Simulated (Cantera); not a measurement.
Input (Python, Cantera) and output of one run.

```python
import numpy as np
import cantera as ct

gas_names = """
    C CN CO CO2 C2 CCN CNC C2N2 C2O C3 C3O2 C4 C4N2 C5 Fe FeC5O5 FeO N NCO NO NO2 NO3 N2 N2O O O2 O3
""".split()
cond_names = """
    C(gr) Fe(a) Fe(c) Fe(d) Fe(L) FeC5O5(L) FeO(s) FeO(L) Fe2O3(s) Fe3O4(s)
""".split()


# ... load() reads the species with a 1 bar reference pressure and builds the phases ...
atoms = {
    'Fe': {'Fe': 1},
    'CO': {'C': 1, 'O': 1},
    'N2': {'N': 2},
}
top_T = {'C(gr)': 4500, 'Fe2O3(s)': 1830, 'Fe3O4(s)': 1870}  # K; cautious upper limits of use, not melting points


# ... equilibrate(T, P, feed) seeds the gas with the atoms and calls Mixture.equilibrate('TP', solver="vcs", rtol=1e-11, max_steps=5000) ...
results = []
feed = {'Fe': 1, 'CO': 0.95, 'N2': 210}  # mol
P = 13332.2  # Pa
for T in [1448, 1498, 1548, 1598, 1648, 1698, 1748, 1798, 1848, 1898]:
    mix = equilibrate(T, P, feed)
    results.append((T, P, feed, dict(zip(mix.species_names, mix.species_moles))))
    x = sorted(zip(gas.X, gas.species_names), reverse=True)
    print(f"T = {T:g} K  P = {P:g} Pa  gas = {mix.phase_moles(0):.4g} mol")
    print("   x: " + "  ".join(f"{s} {v:.3e}" for v, s in x if v > 0.001))
    print("   condensed (mol): " + ("  ".join(f"{mix.phase(i).name} {mix.phase_moles(i):.4g}"
          for i in range(1, mix.n_phases) if mix.phase_moles(i) > 1e-12) or "none"))
```

Result:

```
T = 1448 K  P = 13332.2 Pa  gas = 211 mol
   x: N2 9.955e-01  CO 4.503e-03
   condensed (mol): C(gr) 3.373e-09  Fe(c) 0.9999
T = 1498 K  P = 13332.2 Pa  gas = 211 mol
   x: N2 9.955e-01  CO 4.503e-03
   condensed (mol): Fe(c) 0.9998
T = 1548 K  P = 13332.2 Pa  gas = 211 mol
   x: N2 9.955e-01  CO 4.503e-03
   condensed (mol): Fe(c) 0.9994
T = 1598 K  P = 13332.2 Pa  gas = 211 mol
   x: N2 9.955e-01  CO 4.503e-03
   condensed (mol): Fe(c) 0.9983
T = 1648 K  P = 13332.2 Pa  gas = 211 mol
   x: N2 9.955e-01  CO 4.503e-03
   condensed (mol): Fe(c) 0.9959
T = 1698 K  P = 13332.2 Pa  gas = 211 mol
   x: N2 9.955e-01  CO 4.503e-03
   condensed (mol): Fe(d) 0.9904
T = 1748 K  P = 13332.2 Pa  gas = 211 mol
   x: N2 9.954e-01  CO 4.503e-03
   condensed (mol): Fe(d) 0.9786
T = 1798 K  P = 13332.2 Pa  gas = 211 mol
   x: N2 9.953e-01  CO 4.502e-03
   condensed (mol): Fe(d) 0.9547
T = 1848 K  P = 13332.2 Pa  gas = 211 mol
   x: N2 9.951e-01  CO 4.502e-03
   condensed (mol): Fe(L) 0.9098
T = 1898 K  P = 13332.2 Pa  gas = 211.1 mol
   x: N2 9.947e-01  CO 4.500e-03
   condensed (mol): Fe(L) 0.8279
```

Cantera equilibrium calculation (NASA polynomials, part measured and part estimated; ideal gas, pure solids and liquids).
